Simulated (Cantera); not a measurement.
An adiabatic, constant-volume homogeneous reactor starts with CO : H2 : CH4 : O2 : N2 = 1 : 0.093 : 0.36 : 1.15 : 4.33 (molar parts), at 1550 K and 1400000 Pa. Integrator tolerance rtol = 1e-08.

Detailed kinetics in Cantera: GRI-Mech 3.0 (53 species, 325 reactions). The pressure lies above the range GRI-Mech 3.0 was tuned for (to about 10 atm). Above 3000 K some thermodynamic fits are extrapolated.

Q: What does this change do: N2 4.33 to 6.3 parts?

A: 
```
quantity                                                              before                                    after
---------------------------------  -----------------------------------------  ---------------------------------------
time of steepest temperature rise                                    33.3 µs                                  44.5 µs
temperature at 0.900 s                                                3164 K                                   2996 K
equilibrium temperature                                               3164 K                                   2996 K
x(CO) at 0.900 s                       0.0892 (gas-phase equilibrium 0.0892)    0.0590 (gas-phase equilibrium 0.0590)
x(H2) at 0.900 s                       0.0102 (gas-phase equilibrium 0.0102)  0.00661 (gas-phase equilibrium 0.00661)
x(CH4) at 0.900 s                      <1e-12 (gas-phase equilibrium <1e-12)    <1e-12 (gas-phase equilibrium <1e-12)
x(HCO) at 0.900 s                    7.98e-7 (gas-phase equilibrium 7.98e-7)  2.97e-7 (gas-phase equilibrium 2.97e-7)
x(H) at 0.900 s                      0.00491 (gas-phase equilibrium 0.00491)  0.00248 (gas-phase equilibrium 0.00248)
x(CH2) at 0.900 s                  2.04e-12 (gas-phase equilibrium 2.21e-12)    <1e-12 (gas-phase equilibrium <1e-12)
x(OH) at 0.900 s                       0.0176 (gas-phase equilibrium 0.0176)    0.0100 (gas-phase equilibrium 0.0100)
```

Q: What does this change do: CH4 0.36 to 0.87 parts?

A: 
```csv
quantity,before,after
time of steepest temperature rise,33.3 µs,88.5 µs
temperature at 0.900 s,3164 K,3012 K
equilibrium temperature,3164 K,3012 K
x(CO) at 0.900 s,0.0892 (gas-phase equilibrium 0.0892),0.192 (gas-phase equilibrium 0.192)
x(H2) at 0.900 s,0.0102 (gas-phase equilibrium 0.0102),0.0880 (gas-phase equilibrium 0.0880)
x(CH4) at 0.900 s,<1e-12 (gas-phase equilibrium <1e-12),5.09e-10 (gas-phase equilibrium 5.70e-10)
x(HCO) at 0.900 s,7.98e-7 (gas-phase equilibrium 7.98e-7),3.86e-6 (gas-phase equilibrium 3.86e-6)
x(H) at 0.900 s,0.00491 (gas-phase equilibrium 0.00491),0.00899 (gas-phase equilibrium 0.00899)
x(CH2) at 0.900 s,2.04e-12 (gas-phase equilibrium 2.21e-12),1.59e-10 (gas-phase equilibrium 1.71e-10)
x(OH) at 0.900 s,0.0176 (gas-phase equilibrium 0.0176),0.00450 (gas-phase equilibrium 0.00450)
```
